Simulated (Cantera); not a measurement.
A closed system holds: 1 mol HF, 1.1 mol O2, 0.25 mol H2, at 1798.15 K and 1.00 Torr.

These are equilibrium values from Cantera (NASA tables, ideal gas, pure condensed phases), not measurements of a reactor. Candidate condensed phases: H2O; 22 gas species. Equilibrium is a limit: real reactors are often held back by kinetics, nucleation or transport.

Base state: HF 0.448, O2 0.435, H2O 0.110, OH 0.00448, O 0.00216, H2 0.000241, H 0.000150, F 4.61e-5 (mole fractions); condensed: gas only.

Question: What changes in the equilibrium state with this change: HF replaced by CO2?

Answer: 
```json
[
 {"species": "CO2", "before": "0", "after": "0.444"},
 {"species": "O2", "before": "0.435", "after": "0.436"},
 {"species": "H2O", "before": "0.110", "after": "0.109"},
 {"species": "HF", "before": "0.448", "after": "0"},
 {"species": "CO", "before": "0", "after": "0.00371"},
 {"species": "F", "before": "4.61e-5", "after": "0"},
 {"species": "H2", "before": "0.000241", "after": "0.000240"},
 {"species": "H", "before": "0.000150", "after": "0.000150"}
]
```
Further candidate phases: C, C6H6, C7H8, C8H18.

Question: What changes in the equilibrium state with this change: temperature from 1798.15 K to 1598 K?

Answer: 
```csv
species,before,after
HF,0.448,0.449
O2,0.435,0.438
H2O,0.110,0.112
OH,0.00448,0.00116
H,0.000150,7.98e-6
O,0.00216,0.000257
H2,0.000241,3.00e-5
```

Question: What changes in the equilibrium state with this change: temperature from 1798.15 K to 3500 K?

Answer: 
| species | before | after |
|---|---|---|
| O | 0.00216 | 0.474 |
| H | 0.000150 | 0.306 |
| F | 4.61e-5 | 0.200 |
| O2 | 0.435 | 0.00123 |
| HF | 0.448 | 0.0174 |
| H2O | 0.110 | 2.43e-6 |
| OH | 0.00448 | 0.000953 |
| H2 | 0.000241 | 0.000359 |
